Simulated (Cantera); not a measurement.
An adiabatic, constant-volume homogeneous reactor starts with CO : H2 : O2 : N2 : CO2 = 1 : 0.61 : 0.936 : 3.52 : 1.5 (molar parts), at 1800 K and 2.60 bar. Integrator tolerance rtol = 1e-08.

Detailed kinetics in Cantera: GRI-Mech 3.0 (53 species, 325 reactions). The hydrogen kinetics of GRI-Mech 3.0 are dated; newer H2 mechanisms differ, most at raised pressure.

Problem. What does this change do: pressure from 2.60 bar to 5.00 bar?

Solution. 
```csv
quantity,before,after
time of steepest temperature rise,4.26 µs,2.20 µs
temperature at 0.200 s,2726 K,2775 K
equilibrium temperature,2726 K,2775 K
x(CO) at 0.200 s,0.0747 (gas-phase equilibrium 0.0747),0.0696 (gas-phase equilibrium 0.0696)
x(H2) at 0.200 s,0.00302 (gas-phase equilibrium 0.00302),0.00274 (gas-phase equilibrium 0.00274)
x(O2) at 0.200 s,0.0464 (gas-phase equilibrium 0.0464),0.0439 (gas-phase equilibrium 0.0439)
x(O) at 0.200 s,0.00455 (gas-phase equilibrium 0.00455),0.00387 (gas-phase equilibrium 0.00387)
x(OH) at 0.200 s,0.0120 (gas-phase equilibrium 0.0120),0.0114 (gas-phase equilibrium 0.0114)
```

Problem. What does this change do: initial temperature 1800 to 1348 K?

Solution. 
```
quantity                                                            before                                    after
---------------------------------  ---------------------------------------  ---------------------------------------
time of steepest temperature rise                                  4.26 µs                                  15.8 µs
temperature at 0.200 s                                              2726 K                                   2591 K
equilibrium temperature                                             2726 K                                   2591 K
x(CO) at 0.200 s                     0.0747 (gas-phase equilibrium 0.0747)    0.0458 (gas-phase equilibrium 0.0458)
x(H2) at 0.200 s                   0.00302 (gas-phase equilibrium 0.00302)  0.00185 (gas-phase equilibrium 0.00185)
x(O2) at 0.200 s                     0.0464 (gas-phase equilibrium 0.0464)    0.0356 (gas-phase equilibrium 0.0356)
x(O) at 0.200 s                    0.00455 (gas-phase equilibrium 0.00455)  0.00198 (gas-phase equilibrium 0.00198)
x(OH) at 0.200 s                     0.0120 (gas-phase equilibrium 0.0120)  0.00756 (gas-phase equilibrium 0.00756)
```
